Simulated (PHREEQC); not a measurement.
Solution (33 °C): 1.65 mmol/kgw CuSO4, 0.6 mmol/kgw MgSO4, 1.4 mmol/kgw HCl and 45.5 mmol/kgw NaCl. Closed to the air; pH follows from the charge balance.

Model: ion-association model, phreeqc.dat, run in PHREEQC.

This is a speciation only: nothing precipitates in the calculation.

Order these S species by the share of S that they hold, largest first: HSO4-, NaSO4-, MgSO4, CuSO4, SO4-2.

SO4-2 (79 %), NaSO4- (8.3 %), HSO4- (5.4 %), CuSO4 (4.9 %), MgSO4 (2.5 %)

The pH is 2.96 and the ionic strength 0.0544 mol/kgw. Species that the database lacks are ignored.
